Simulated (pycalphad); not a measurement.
An equivalent pycalphad script:

```python
from pycalphad import Database, equilibrium, calculate, variables as v
import numpy as np
db = Database('COST507.tdb')
comps = ['AL', 'SI', 'VA']
phases = ['DIAMOND_A4', 'FCC_A1', 'LIQUID']
eq = equilibrium(db, comps, phases, {v.X('SI'): 0.0921, v.T: np.arange(1850, 499, -25), v.P: 101325, v.N: 1}, output=['HM', 'SM'])
```

All values are pycalphad results on the COST 507 light-alloy database (1999) (1 atm), not direct measurements. The database dates from 1999; later assessments differ in places, in temperatures and in the compounds included. Phase fractions are per mole of atoms.

Results at three of the temperatures:

```
T = 1575.00 K, P = 101325 Pa, N = 1 mol of atoms
G = -91681 J/mol, H = 51274 J/mol, S = 90.76 J/(mol K)  (SER reference)
chemical potentials (J/mol): Al -90808, Si -100281
phase             fraction      x(Al)      x(Si)
LIQUID              1.0000     0.9079     0.0921
```

```
T = 1225.00 K, P = 101325 Pa, N = 1 mol of atoms
G = -61234 J/mol, H = 40305 J/mol, S = 82.89 J/(mol K)  (SER reference)
chemical potentials (J/mol): Al -61055, Si -62999
phase             fraction      x(Al)      x(Si)
LIQUID              1.0000     0.9079     0.0921
```

```
T = 925.00 K, P = 101325 Pa, N = 1 mol of atoms
G = -37624 J/mol, H = 30925 J/mol, S = 74.11 J/(mol K)  (SER reference)
chemical potentials (J/mol): Al -38074, Si -33184
phase             fraction      x(Al)      x(Si)
LIQUID              1.0000     0.9079     0.0921
```

Changes of the phase set, refined by bisection:

```
T (K)     phases above         phases below
-----  ---------------  -------------------
871.9           LIQUID      FCC_A1 + LIQUID
850.1  FCC_A1 + LIQUID  DIAMOND_A4 + FCC_A1
```

FCC_A1 is fcc; DIAMOND_A4 is diamond (Si).
